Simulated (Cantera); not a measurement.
**Gas-phase reforming**

A perfectly stirred reactor is fed with CH₄ : CO₂ : H₂ = 1 : 0.98 : 0.26 (molar parts), at 3.65 atm; it is held at 1375 K, and followed from long to short residence time.

Detailed kinetics in Cantera: GRI-Mech 3.0 (53 species, 325 reactions).

```json
[
 {"τ (s)": "0.64", "x CH₄": "0.397", "x CO₂": "0.394", "x H₂": "0.128", "x C₂H₄": "0.00754", "x O": "<1e-12", "x H₂O": "0.0313", "x OH": "2.23e-9"},
 {"τ (s)": "0.32", "x CH₄": "0.420", "x CO₂": "0.416", "x H₂": "0.123", "x C₂H₄": "0.00458", "x O": "<1e-12", "x H₂O": "0.0155", "x OH": "1.47e-9"},
 {"τ (s)": "0.16", "x CH₄": "0.433", "x CO₂": "0.427", "x H₂": "0.120", "x C₂H₄": "0.00276", "x O": "<1e-12", "x H₂O": "0.00753", "x OH": "1.09e-9"},
 {"τ (s)": "0.078", "x CH₄": "0.440", "x CO₂": "0.433", "x H₂": "0.118", "x C₂H₄": "0.00155", "x O": "<1e-12", "x H₂O": "0.00356", "x OH": "8.94e-10"},
 {"τ (s)": "0.038", "x CH₄": "0.443", "x CO₂": "0.435", "x H₂": "0.117", "x C₂H₄": "0.000772", "x O": "<1e-12", "x H₂O": "0.00167", "x OH": "7.84e-10"},
 {"τ (s)": "0.019", "x CH₄": "0.445", "x CO₂": "0.437", "x H₂": "0.116", "x C₂H₄": "0.000337", "x O": "<1e-12", "x H₂O": "0.000789", "x OH": "7.09e-10"},
 {"τ (s)": "0.0093", "x CH₄": "0.446", "x CO₂": "0.437", "x H₂": "0.116", "x C₂H₄": "0.000120", "x O": "<1e-12", "x H₂O": "0.000357", "x OH": "6.40e-10"},
 {"τ (s)": "0.0046", "x CH₄": "0.446", "x CO₂": "0.437", "x H₂": "0.116", "x C₂H₄": "3.73e-5", "x O": "<1e-12", "x H₂O": "0.000162", "x OH": "5.80e-10"},
 {"τ (s)": "0.0023", "x CH₄": "0.446", "x CO₂": "0.437", "x H₂": "0.116", "x C₂H₄": "1.10e-5", "x O": "<1e-12", "x H₂O": "7.41e-5", "x OH": "5.29e-10"}
]
```
x: mole fraction; the columns are a selection and need not sum to one.
